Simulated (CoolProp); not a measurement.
R142b at several states: fugacity coefficient from the reference equation and from simpler models built on Tc = 410.3 K, pc = 40.55 bar, ω = 0.232; each cubic takes its own stable root.

Model: reference Helmholtz-energy equation of state, Lemmon 2006, in CoolProp. It is a short technical equation, of lower accuracy than the large ones.

| T (K) | p (bar) | phase | reference | van der Waals | Redlich-Kwong | Soave-Redlich-Kwong | Peng-Robinson |
|---|---|---|---|---|---|---|---|
| 207.6 | 4.22 | liquid | 0.01168 | 0.2835 | 0.02596 | 0.01156 | 0.01237 |
| 448.6 | 0.241 | gas | 0.9985 | 0.9986 | 0.9984 | 0.9985 | 0.9983 |
| 457.4 | 53.6 | supercritical | (withheld) | (withheld) | 0.6950 | (withheld) | 0.6857 |
| 205.6 | 36.5 | liquid | (withheld) | 0.03917 | (withheld) | 0.001359 | 0.001433 |

Task: What belongs in the gaps?

Result: 
- 457.4, reference: 0.7041
- 457.4, van der Waals: 0.7019
- 457.4, Soave-Redlich-Kwong: 0.7136
- 205.6, reference: 0.001350
- 205.6, Redlich-Kwong: 0.003095
